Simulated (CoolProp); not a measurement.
The numbers come from the reference Helmholtz-energy equation of state, Thol 2016 in CoolProp.

Question: Give the vapour pressure (MPa), enthalpy of vaporisation (kJ/kg), surface tension (mN/m), liquid conductivity (mW/(m K)) of saturated R1234ze(E) at 25.85, 77.75 °C.

Answer: 
| T (°C) | p (MPa) | enthalpy of vaporisation (kJ/kg) | surface tension (mN/m) | liquid conductivity (mW/(m K)) |
|---|---|---|---|---|
| 25.85 | 0.511 | 166 | 8.81 | 73.9 |
| 77.75 | 1.91 | 113 | 2.53 | 57.5 |

Thermal conductivity comes from a separate model (Perkins 2011). Surface tension comes from a separate correlation (Mulero 2014).
